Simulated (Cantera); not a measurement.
Dilute partial oxidation

A perfectly stirred reactor is fed with 0.405 % CH4, 0.237 % O2, 98.8 % N2, 0.583 % H2, at 713 Torr; it is held at 1600 K, and followed from long to short residence time.

Computed with Cantera and GRI-Mech 3.0 (53 species, 325 reactions).

```csv
τ (s),x CH4,x O2,x C2H,x CH2O,x CH2CO,x CO,x H2O
12,0.000470,4.96e-6,1.74e-9,1.39e-8,1.66e-7,0.00177,0.00263
2.3,0.000806,2.33e-5,2.20e-9,5.50e-8,5.48e-7,0.00138,0.00301
0.43,0.00118,9.15e-5,2.70e-9,2.43e-7,1.80e-6,0.00122,0.00308
0.079,0.00152,0.000289,3.57e-9,1.02e-6,4.66e-6,0.00110,0.00285
0.015,0.00199,0.000777,4.09e-9,3.81e-6,7.88e-6,0.000837,0.00218
0.0027,0.00314,0.00180,1.28e-9,1.05e-5,4.76e-6,0.000240,0.000824
0.00050,0.00400,0.00234,<1e-12,2.58e-6,1.17e-8,2.38e-6,4.54e-5
```
x: mole fraction; the columns are a selection and need not sum to one.
